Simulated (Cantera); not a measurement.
A perfectly stirred reactor is fed with CO : O2 : H2O : N2 = 0.021 : 0.063 : 0.016 : 1 (molar parts), at 101000 Pa; it is held at 1423 K, and followed from long to short residence time.

Detailed kinetics in Cantera: GRI-Mech 3.0 (53 species, 325 reactions).

### Question
Predict: x(CO) at τ = 0.920 s; x(O2) at τ = 0.920 s; x(H2O) at τ = 0.920 s; x(H) at τ = 0.920 s; x(N2O) at τ = 0.920 s; x(CO) at τ = 33.0 ms; x(O2) at τ = 33.0 ms; x(H2O) at τ = 33.0 ms; x(H) at τ = 33.0 ms; x(N2O) at τ = 33.0 ms.

### Answer
```json
{
  "x(CO) at τ = 0.920 s": "9.67e-5",
  "x(O2) at τ = 0.920 s": "0.0482",
  "x(H2O) at τ = 0.920 s": "0.0146",
  "x(H) at τ = 0.920 s": "7.49e-7",
  "x(N2O) at τ = 0.920 s": "9.40e-7",
  "x(CO) at τ = 33.0 ms": "0.000889",
  "x(O2) at τ = 33.0 ms": "0.0485",
  "x(H2O) at τ = 33.0 ms": "0.0145",
  "x(H) at τ = 33.0 ms": "1.89e-5",
  "x(N2O) at τ = 33.0 ms": "1.03e-6"
}
```
